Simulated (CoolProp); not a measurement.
Methane at 298.15 K and 1.09 MPa is throttled through a valve to 0.427 MPa with no heat exchange. Each further row changes one setting.

Computed with CoolProp (reference Helmholtz-energy equation of state, Setzmann 1991).

| case | temperature change (K) | final density (kg/m³) |
|---|---|---|
| as stated | … | … |
| outlet pressure 0.128 MPa | -4.2 | 0.842 |
| outlet pressure 0.555 MPa | … | … |

### Question
Some entries are withheld; supply them.

### Answer

- as stated, temperature change (K): -2.9
- as stated, final density (kg/m³): 2.81
- outlet pressure 0.555 MPa, temperature change (K): -2.3
- outlet pressure 0.555 MPa, final density (kg/m³): 3.66
